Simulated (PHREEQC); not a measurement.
## Leach liquor: speciation

Make-up at 25 °C: 0.039 mol/kgw H2SO4 and 0.023 mol/kgw Al2(SO4)3. Closed to the air; pH follows from the charge balance.

Equilibrium calculation in PHREEQC: ion-association model, phreeqc.dat.

Precipitation was switched off in this run.

**Question.** Estimate the pH, ionic strength.

**Answer.** pH 1.46; ionic strength 0.135 mol/kgw.

**Question.** In which forms is S present?

**Answer.** HSO4- 33 %, AlSO4+ 29 %, SO4-2 22 %, Al(SO4)2- 15 % of the S.

Complexes and solids missing from the database can't appear.
